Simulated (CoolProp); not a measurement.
c-C4F8 (RC318) along the isobar 1.1 MPa: Z from the reference equation and from simpler models built on Tc = 388.4 K, pc = 2.778 MPa, ω = 0.355; each cubic takes its own stable root.

The numbers come from the reference Helmholtz-energy equation of state, Platzer 1990 in CoolProp. This equation is an older, rougher fit; its heat capacities, sound speeds and derivatives of the liquid may be far off and weren't checked against measurements.

```tsv
T (K)	phase	reference	van der Waals	Redlich-Kwong	Soave-Redlich-Kwong	Peng-Robinson
266.3	liquid	0.06124	0.09908	0.06828	0.06479	0.05732
299.7	liquid	0.05896	0.09587	0.06704	0.06296	0.05556
333.1	liquid	0.05909	0.7918	0.07019	0.06505	0.05733
366.5	gas	0.8109	0.8440	0.8173	0.8089	0.7936
399.9	gas	0.8701	0.8785	0.8649	0.8680	0.8541
433.2	gas	0.9063	0.9030	0.8966	0.9060	0.8933
466.6	gas	0.9308	0.9212	0.9192	0.9322	0.9206
500	gas	0.9483	0.9351	0.9358	0.9510	0.9404
```

At some of these states van der Waals gives the other phase, because its saturation line lies elsewhere.
